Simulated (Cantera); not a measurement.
A Cantera script and what it prints.

```python
import numpy as np
import cantera as ct

gas_names = """
    AL ALCL ALCL2 ALCL3 ALH ALN AL2 AL2CL6 CL CL2 H HCL H2 N NH NH2 NH3 N2 N2H2 N2H4
""".split()
cond_names = """
    AL(cr) AL(L) ALCL3(s) ALCL3(L) ALN(s) NH4CL(a) NH4CL(b)
""".split()


# ... load() reads the species with a 1 bar reference pressure and builds the phases ...
atoms = {
    'AlCl3': {'AL': 1, 'CL': 3},
    'NH3': {'N': 1, 'H': 3},
    'N2': {'N': 2},
}
top_T = {'ALN(s)': 2750}  # K; cautious upper limits of use, not melting points


# ... equilibrate(T, P, feed) seeds the gas with the atoms and calls Mixture.equilibrate('TP', solver="vcs", rtol=1e-11, max_steps=5000) ...
results = []
feed = {'AlCl3': 1, 'NH3': 350, 'N2': 58}  # mol
P = 1000  # Pa
for T in [973, 1073, 1173, 1273, 1373, 1473, 1573, 1673, 1773, 1873]:
    mix = equilibrate(T, P, feed)
    results.append((T, P, feed, dict(zip(mix.species_names, mix.species_moles))))
    x = sorted(zip(gas.X, gas.species_names), reverse=True)
    print(f"T = {T:g} K  P = {P:g} Pa  gas = {mix.phase_moles(0):.4g} mol")
    print("   x: " + "  ".join(f"{s} {v:.3e}" for v, s in x if v > 0.0001))
    print("   condensed (mol): " + ("  ".join(f"{mix.phase(i).name} {mix.phase_moles(i):.4g}"
          for i in range(1, mix.n_phases) if mix.phase_moles(i) > 1e-12) or "none"))
```

Result:

```
T = 973 K  P = 1000 Pa  gas = 759 mol
   x: H2 6.897e-01  N2 3.063e-01  HCL 3.947e-03
   condensed (mol): ALN(s) 0.9985
T = 1073 K  P = 1000 Pa  gas = 759 mol
   x: H2 6.897e-01  N2 3.063e-01  HCL 3.946e-03
   condensed (mol): ALN(s) 0.9982
T = 1173 K  P = 1000 Pa  gas = 759 mol
   x: H2 6.897e-01  N2 3.063e-01  HCL 3.944e-03
   condensed (mol): ALN(s) 0.9977
T = 1273 K  P = 1000 Pa  gas = 759 mol
   x: H2 6.897e-01  N2 3.063e-01  HCL 3.938e-03
   condensed (mol): ALN(s) 0.9943
T = 1373 K  P = 1000 Pa  gas = 759 mol
   x: H2 6.897e-01  N2 3.063e-01  HCL 3.894e-03
   condensed (mol): ALN(s) 0.963
T = 1473 K  P = 1000 Pa  gas = 759.3 mol
   x: H2 6.896e-01  N2 3.064e-01  HCL 3.609e-03  ALCL 3.139e-04  H 1.051e-04
   condensed (mol): ALN(s) 0.7521
T = 1573 K  P = 1000 Pa  gas = 760.1 mol
   x: H2 6.892e-01  N2 3.065e-01  HCL 2.614e-03  ALCL 1.298e-03  H 3.375e-04
   condensed (mol): none
T = 1673 K  P = 1000 Pa  gas = 760.4 mol
   x: H2 6.887e-01  N2 3.064e-01  HCL 2.623e-03  ALCL 1.302e-03  H 9.451e-04
   condensed (mol): none
T = 1773 K  P = 1000 Pa  gas = 760.9 mol
   x: H2 6.875e-01  N2 3.062e-01  HCL 2.631e-03  H 2.359e-03  ALCL 1.295e-03
   condensed (mol): none
T = 1873 K  P = 1000 Pa  gas = 762.1 mol
   x: H2 6.849e-01  N2 3.058e-01  H 5.341e-03  HCL 2.644e-03  ALCL 1.271e-03
   condensed (mol): none
```

Cantera equilibrium calculation (NASA polynomials, part measured and part estimated; ideal gas, pure solids and liquids). The tables' values for AlCl2 are old estimates; treat these amounts as uncertain.
